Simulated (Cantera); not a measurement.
A perfectly stirred reactor is fed with CH₄ : CO : O₂ : N₂ = 1 : 0.44 : 2.02 : 7.59 (molar parts), at 10.0 bar; it is adiabatic with a 400 K inlet, and is followed from long to short residence time, starting on the burning branch (τ in s: 0.051, 0.025, 0.012, 0.0061, 0.003, 0.0015, 0.00074, 0.00037, 0.00018, 8.9e-05).

Computed with Cantera and GRI-Mech 3.0 (53 species, 325 reactions).

Task: Predict: blow-out, bracketed by the residence times tried; x(CH₄) at τ = 51.0 ms; x(CO) at τ = 51.0 ms; x(O₂) at τ = 51.0 ms; x(H₂O) at τ = 51.0 ms; x(NO) at τ = 51.0 ms; x(CH₄) at τ = 1.50 ms; x(CO) at τ = 1.50 ms; x(O₂) at τ = 1.50 ms; x(H₂O) at τ = 1.50 ms; x(NO) at τ = 1.50 ms.

Result: 
| Item | Result |
|---|---|
| blow-out, bracketed by the residence times tried | burning at 89.0 µs, the shortest tried |
| x(CH₄) at τ = 51.0 ms | 3.71e-6 |
| x(CO) at τ = 51.0 ms | 0.0292 |
| x(O₂) at τ = 51.0 ms | 0.000352 |
| x(H₂O) at τ = 51.0 ms | 0.172 |
| x(NO) at τ = 51.0 ms | 0.000502 |
| x(CH₄) at τ = 1.50 ms | 4.11e-5 |
| x(CO) at τ = 1.50 ms | 0.0316 |
| x(O₂) at τ = 1.50 ms | 0.00191 |
| x(H₂O) at τ = 1.50 ms | 0.169 |
| x(NO) at τ = 1.50 ms | 0.000422 |
